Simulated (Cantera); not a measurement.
A Cantera script and what it prints.

```python
import numpy as np
import cantera as ct

gas_names = """
    B BH BH2 BH3 BN BO BO2 B2 B2O B2O2 B2O3 B3O3H3 H HBO HBO2 HNO HNO2 HNO3 HO2 H2 H2O H2O2 H3B3O6 N NH
    NH2 NH3 NH2OH NO NO2 NO3 N2 N2H2 N2H4 N2O O OH O2 O3
""".split()
cond_names = """
    B(b) B(L) BN(s) B2O3(L) B3O3H3(cr) H2O(s) H2O(L)
""".split()


# ... load() reads the species with a 1 bar reference pressure and builds the phases ...
atoms = {
    'B': {'B': 1},
    'H2O': {'H': 2, 'O': 1},
    'H2': {'H': 2},
    'NH3': {'N': 1, 'H': 3},
}
top_T = {'BN(s)': 3200}  # K; cautious upper limits of use, not melting points


# ... equilibrate(T, P, feed) seeds the gas with the atoms and calls Mixture.equilibrate('TP', solver="vcs", rtol=1e-11, max_steps=5000) ...
results = []
feed = {'B': 1, 'H2O': 2.1, 'H2': 3.7, 'NH3': 0.31}  # mol
T = 1248  # K
P = 570  # Pa
mix = equilibrate(T, P, feed)
results.append((T, P, feed, dict(zip(mix.species_names, mix.species_moles))))
print(gas.report(threshold=1e-06))
for i in range(1, mix.n_phases):
    print(f"{mix.phase(i).name:16s} {mix.phase_moles(i):12.5e} mol")
```

It prints:

```
       temperature   1248 K
          pressure   570 Pa
           density   0.00023896 kg/m^3
  mean mol. weight   4.3501 kg/kmol
   phase of matter   gas

                          1 kg             1 kmol
                     ---------------   ---------------
          enthalpy        8.9815e+05         3.907e+06  J
   internal energy       -1.4872e+06       -6.4694e+06  J
           entropy             52514        2.2844e+05  J/K
    Gibbs function       -6.4639e+07       -2.8119e+08  J
 heat capacity c_p            7541.3             32805  J/K
 heat capacity c_v            5629.9             24491  J/K

                      mass frac. Y      mole frac. X     chem. pot. / RT
                     ---------------   ---------------   ---------------
              B2O3        0.00011654        7.2819e-06           -138.17
                 H        1.3443e-06        5.8013e-06            -11.69
               HBO        3.3015e-05        5.1629e-06           -64.222
              HBO2          0.064122         0.0063661           -97.325
                H2           0.40763           0.87958           -23.379
               H2O           0.37251           0.08995           -56.483
            H3B3O6        0.00060461        2.0009e-05           -291.98
                N2           0.15498          0.024066            -34.36
     [  +31 minor]        4.8389e-07        1.2084e-07

B(b)              0.00000e+00 mol
BN(s)             0.00000e+00 mol
B2O3(L)           4.79243e-01 mol
B3O3H3(cr)        0.00000e+00 mol
```

Equilibrium computed with Cantera from the NASA thermochemical tables; the gas is ideal and each condensed phase is pure. Gases not in the tables: H3BO3.
